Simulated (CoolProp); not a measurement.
Vapour-liquid equilibrium of R22 (1) + methanol (2) at 0.173 MPa; x and y are mole fractions of (1).

Computed with CoolProp (multi-fluid Helmholtz-energy mixture model, Kamei 1995 and de Reuck 1993; pair parameters Bell 2016).

| x | bubble temperature (°C) | y at the bubble point | dew temperature at overall composition x (°C) | liquid density (mol/L) |
|---|---|---|---|---|
| 0.05 | 44.5 | 0.752 | 77.3 | 23.34 |
| 0.15 | 11.5 | 0.957 | 74.2 | 23.12 |
| 0.25 | -2.1 | 0.982 | 70.9 | 22.39 |
| 0.35 | -9.6 | 0.990 | 67.2 | 21.53 |
| 0.45 | -14.5 | 0.994 | 63.0 | 20.64 |
| 0.55 | -18.0 | 0.995 | 58.1 | 19.75 |
| 0.65 | -20.7 | 0.997 | 52.2 | 18.87 |
| 0.75 | -23.1 | 0.998 | 44.7 | 18.00 |
| 0.85 | -25.2 | 0.999 | 34.0 | 17.14 |
| 0.95 | -27.5 | 0.999 | 13.9 | 16.30 |

No azeotrope shows between x = 0.05 and 0.95.

Pair parameters are fitted to limited data, so mixtures are less certain than the pure fluids. With so large a gap from Raoult's law the liquid may split in two, which this calculation doesn't test in full.
